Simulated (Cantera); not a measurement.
Source: NASA polynomial tables (part measured, part estimated), evaluated in Cantera. Values are per mole of reaction as written; species without (g) are pure solids or liquids, kept so even where they would boil at 1 bar.

Problem. Between 300 and 1673 K, where is each reaction favourable under standard conditions?
- 2 O(g) + 3 TiOCl2(g) = 3 Cl2(g) + Ti3O5
- 2 Ti + 3 O(g) = Ti2O3

Solution. 
- 2 O(g) + 3 TiOCl2(g) = 3 Cl2(g) + Ti3O5: ΔG° is -1175 kJ at 300 K and -574 kJ at 1673 K; it stays negative (K > 1). ΔH° is -1259 kJ and ΔS° -409 J/K at 1673 K.
- 2 Ti + 3 O(g) = Ti2O3: ΔG° is -2128 kJ at 300 K and -1500 kJ at 1673 K; it stays negative (K > 1). ΔH° is -2252 kJ and ΔS° -450 J/K at 1673 K.
